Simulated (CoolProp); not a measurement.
A Linde-Hampson liquefier for oxygen: isothermal reversible compression at 280 K from 1 atm to 40 MPa, throttling to 1 atm, return gas leaving the recuperator 10 K below the feed. Each further row changes one setting.

The numbers come from the reference Helmholtz-energy equation of state, Schmidt 1985 in CoolProp.

| case | liquid yield per pass | compression work (kJ/kg of gas) |
|---|---|---|
| as stated | 0.165 | 423 |
| high pressure 80 MPa | 0.163 | 485 |
| warm-end temperature 310 K | 0.123 | 476 |
| warm-end gap 15 K | 0.155 | 423 |

Above 300 K oxygen's equation is extrapolated.
